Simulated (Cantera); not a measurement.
An adiabatic, constant-pressure homogeneous reactor starts with CO : H2 : O2 : N2 = 1 : 0.051 : 0.478 : 1.8 (molar parts), equivalence ratio 1.1, at 1300 K and 47000 Pa.

Detailed kinetics in Cantera: GRI-Mech 3.0 (53 species, 325 reactions).

Q: Predict: time of steepest temperature rise; temperature at 1.00 s; equilibrium temperature; x(CO) at 1.00 s; x(H2) at 1.00 s; x(O2) at 1.00 s; x(O) at 1.00 s; x(NO) at 1.00 s; x(H2O2) at 1.00 s.

A: 
* **time of steepest temperature rise**: 0.170 ms
* **temperature at 1.00 s**: 2666 K
* **equilibrium temperature**: 2666 K
* **x(CO) at 1.00 s**: 0.128 (gas-phase equilibrium 0.128)
* **x(H2) at 1.00 s**: 0.00109 (gas-phase equilibrium 0.00109)
* **x(O2) at 1.00 s**: 0.0380 (gas-phase equilibrium 0.0380)
* **x(O) at 1.00 s**: 0.00894 (gas-phase equilibrium 0.00894)
* **x(NO) at 1.00 s**: 0.0112 (gas-phase equilibrium 0.0112)
* **x(H2O2) at 1.00 s**: 1.50e-8 (gas-phase equilibrium 1.50e-8)
